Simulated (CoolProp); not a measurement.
Vapour-liquid equilibrium of cyclohexane (1) + o-xylene (2) at 443.7 K; x and y are mole fractions of (1).

Computed with CoolProp (multi-fluid Helmholtz-energy mixture model, Zhou 2014 and Zhou 2012; pair parameters Bell 2016).

```csv
x,bubble pressure (MPa),y at the bubble point,dew pressure at overall composition x (MPa),liquid density (mol/L)
0.05,0.2329,0.199,0.2019,7.018
0.125,0.2900,0.394,0.2165,7.042
0.2,0.3444,0.522,0.2331,7.066
0.275,0.3959,0.613,0.2524,7.089
0.35,0.4447,0.682,0.2750,7.112
0.425,0.4911,0.736,0.3017,7.135
0.5,0.5356,0.782,0.3338,7.159
0.575,0.5786,0.821,0.3729,7.183
0.65,0.6206,0.856,0.4210,7.207
0.725,0.6621,0.888,0.4809,7.233
0.8,0.7035,0.919,0.5550,7.261
0.875,0.7455,0.949,0.6446,7.290
0.95,0.7884,0.979,0.7465,7.323
```

No azeotrope shows between x = 0.05 and 0.95.

Pair parameters are fitted to limited data, so mixtures are less certain than the pure fluids.
